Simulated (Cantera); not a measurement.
Feed: 1 mol Fe, a varied amount of H₂O, at 1400 K and 0.0300 bar.

These are equilibrium values from Cantera (NASA tables, ideal gas, pure condensed phases), not measurements of a reactor. Candidate condensed phases: Fe, FeO, Fe(OH)₂, Fe(OH)₃, Fe₂O₃, Fe₃O₄, H₂O; 12 gas species. Mutual solubility and eutectic melting of coexisting phases are not modelled. The tables' stoichiometric FeO is somewhat more stable than real wüstite, so its field is too wide. FeO: taken at fixed stoichiometry. Kinetics and transport are ignored.

log p: log10 of the partial pressure in bar; n: condensed amount in mol.

```tsv
n(H₂O) (mol)	log p H₂	log p H₂O	log p H	log p Fe(OH)₂	log p Fe	log p OH	n Fe(γ)	n FeO(s)
0.031	-1.66	-2.09	-6.14	-7.34	-7.81	-8.27	0.977	0.0225
0.044	-1.66	-2.09	-6.14	-7.34	-7.81	-8.27	0.968	0.0320
0.062	-1.66	-2.09	-6.14	-7.34	-7.81	-8.27	0.955	0.0451
0.087	-1.66	-2.09	-6.14	-7.34	-7.81	-8.27	0.937	[?]
0.12	-1.66	-2.09	-6.14	-7.34	-7.81	-8.27	0.913	0.0873
0.17	-1.66	-2.09	-6.14	-7.34	-7.81	-8.27	0.876	0.124
0.24	-1.66	-2.09	-6.14	-7.34	-7.81	-8.27	0.825	0.175
0.35	-1.66	-2.09	-6.14	-7.34	-7.81	-8.27	0.745	0.255
0.49	-1.66	-2.09	-6.14	-7.34	-7.81	-8.27	[?]	[?]
0.69	-1.66	-2.09	-6.14	-7.34	-7.81	-8.27	0.498	0.502
0.97	-1.66	-2.09	-6.14	-7.34	-7.81	-8.27	0.295	0.705
1.4	-1.67	-2.07	-6.15	-7.32	-7.84	-8.25	0	1.000
```

### Question
What belongs in the gaps?

### Answer

- 0.49, n Fe(γ): 0.644
- 0.49, n FeO(s): 0.356
- 0.087, n FeO(s): 0.0633
